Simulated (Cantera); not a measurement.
A perfectly stirred reactor is fed with CH4 : C2H6 : C3H8 : O2 : N2 = 1 : 0.45 : 0.089 : 2.68 : 11.5 (molar parts), at 7500 Torr; it is adiabatic with a 700 K inlet, and is followed from long to short residence time, starting on the burning branch (τ in s: 0.036, 0.015, 0.006, 0.0024, 0.00099, 0.0004, 0.00016, 6.6e-05, 2.7e-05).

Detailed kinetics in Cantera: GRI-Mech 3.0 (53 species, 325 reactions).

One state of this run: T (K) = 2129; x CH4 = 0.00166; x C2H6 = 2.19e-6; x C3H8 = 1.87e-7; x H2O2 = 2.27e-8; x O2 = 0.000374. x: mole fraction; the columns are a selection and need not sum to one.

### Question
Which value of τ (s) does it belong to?
(A) 0.0060
(B) 6.6e-5
(C) 0.0024
(D) 2.7e-5

### Answer
A, 0.0060
